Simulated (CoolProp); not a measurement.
Properties of R113 along the isotherm 500 K (Tc = 487.2 K, pc = 3.392 MPa, ω = 0.253).

Computed with CoolProp (reference Helmholtz-energy equation of state, Marx 1992).

```json
[
 {"p (MPa)": "0.13", "phase": "gas", "density (kg/m³)": "5.930", "cp (kJ/(kg K))": "0.8091", "speed of sound (m/s)": "151.6"},
 {"p (MPa)": "0.261", "phase": "gas", "density (kg/m³)": "12.05", "cp (kJ/(kg K))": "0.8130", "speed of sound (m/s)": "150.0"},
 {"p (MPa)": "0.391", "phase": "gas", "density (kg/m³)": "18.29", "cp (kJ/(kg K))": "0.8172", "speed of sound (m/s)": "148.3"},
 {"p (MPa)": "0.522", "phase": "gas", "density (kg/m³)": "24.74", "cp (kJ/(kg K))": "0.8217", "speed of sound (m/s)": "146.6"},
 {"p (MPa)": "0.652", "phase": "gas", "density (kg/m³)": "31.32", "cp (kJ/(kg K))": "0.8265", "speed of sound (m/s)": "144.9"},
 {"p (MPa)": "0.783", "phase": "gas", "density (kg/m³)": "38.15", "cp (kJ/(kg K))": "0.8318", "speed of sound (m/s)": "143.1"},
 {"p (MPa)": "0.913", "phase": "gas", "density (kg/m³)": "45.13", "cp (kJ/(kg K))": "0.8374", "speed of sound (m/s)": "141.2"},
 {"p (MPa)": "1.04", "phase": "gas", "density (kg/m³)": "52.16", "cp (kJ/(kg K))": "0.8435", "speed of sound (m/s)": "139.4"},
 {"p (MPa)": "1.17", "phase": "gas", "density (kg/m³)": "59.60", "cp (kJ/(kg K))": "0.8502", "speed of sound (m/s)": "137.5"},
 {"p (MPa)": "1.3", "phase": "gas", "density (kg/m³)": "67.30", "cp (kJ/(kg K))": "0.8575", "speed of sound (m/s)": "135.5"},
 {"p (MPa)": "1.44", "phase": "gas", "density (kg/m³)": "75.90", "cp (kJ/(kg K))": "0.8663", "speed of sound (m/s)": "133.3"},
 {"p (MPa)": "1.57", "phase": "gas", "density (kg/m³)": "84.22", "cp (kJ/(kg K))": "0.8754", "speed of sound (m/s)": "131.2"},
 {"p (MPa)": "1.7", "phase": "gas", "density (kg/m³)": "92.89", "cp (kJ/(kg K))": "0.8854", "speed of sound (m/s)": "129.1"}
]
```
